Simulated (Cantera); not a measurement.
**n-butane + O2 (carbon deposition, reforming and gasification)**

Charge: 1 mol n-butane, 0.048 mol O2, at 1948.15 K.

Method: chemical equilibrium by Gibbs-energy minimisation in Cantera with the NASA 1993 tables (ideal gas, pure condensed phases). Candidate condensed phases: C, C6H6, C7H8, C8H18, H2O; 110 gas species. The ideal-gas law is rough above about 30 bar. Kinetics and transport are ignored.

| P (Pa) | x H2 | x H | x CH4 | x CO | x C2H2 (acetylene) | x C2H4 | x H2O | x CH3 | n C(graphite) |
|---|---|---|---|---|---|---|---|---|---|
| 10 | 0.876 | 0.106 | 3.75e-8 | 0.0178 | 0.000473 | 3.75e-10 | 2.26e-10 | 9.04e-8 | 3.90 |
| 160 | 0.953 | 0.0276 | 7.11e-7 | 0.0186 | 0.000514 | 7.12e-9 | 4.11e-9 | 4.10e-7 | 3.90 |
| 2500 | 0.974 | 0.00706 | 1.16e-5 | 0.0188 | 0.000525 | 1.16e-7 | 6.62e-8 | 1.67e-6 | 3.90 |
| 40000 | 0.979 | 0.00177 | 0.000187 | 0.0188 | 0.000528 | 1.88e-6 | 1.07e-6 | 6.75e-6 | 3.90 |
| 630000 | 0.977 | 0.000445 | 0.00294 | 0.0189 | 0.000527 | 2.94e-5 | 1.68e-5 | 2.67e-5 | 3.88 |
| 10000000 | 0.936 | 0.000109 | 0.0429 | 0.0194 | 0.000505 | 0.000429 | 0.000263 | 9.99e-5 | 3.69 |
x: gas mole fraction; n: condensed amount in mol.

From 10.0 Pa to 100 bar the condensed part is C(graphite). The main C-bearing gas is CO at 10.0 Pa and CH4 at 100 bar.
